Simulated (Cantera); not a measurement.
# Thermodynamics of calcination and drying, feed K₂CO₃ + H₂O + H₂

Input: 1 mol K₂CO₃, 3.6 mol H₂O, 0.21 mol H₂, at 1298.15 K.

Cantera equilibrium calculation (NASA polynomials, part measured and part estimated; ideal gas, pure solids and liquids). Candidate condensed phases: C, C₆H₆, C₇H₈, C₈H₁₈, H₂O, K, KOH, KO₂, K₂CO₃, K₂O, K₂O₂; 116 gas species. Rates play no part.

From 0.0750 Torr to 10.5 Torr nothing is condensed. From 54.0 Torr to 7500 Torr the condensed part is K₂CO₃(l). The main K-bearing gas is KOH throughout.

```csv
P (Pa),log p H₂O,log p KOH,log p CO₂,log p K,log p H₂,n K₂CO₃(l)
10,-4.30,-4.58,-4.78,-5.16,-7.57,0
52,-3.59,-3.86,-4.06,-4.46,-6.21,0
270,-2.87,-3.13,-3.35,-3.81,-4.95,0
1400,-2.17,-2.38,-2.64,-3.24,-3.88,0
7200,-1.29,-1.94,-2.24,-3.06,-2.63,0.602
37000,-0.50,-1.67,-1.99,-3.14,-1.75,0.877
190000,0.24,-1.43,-1.75,-3.25,-1.00,0.960
1000000,0.97,-1.19,-1.50,-3.38,-0.26,0.987
```
log p: log10 of the partial pressure in bar; n: condensed amount in mol.
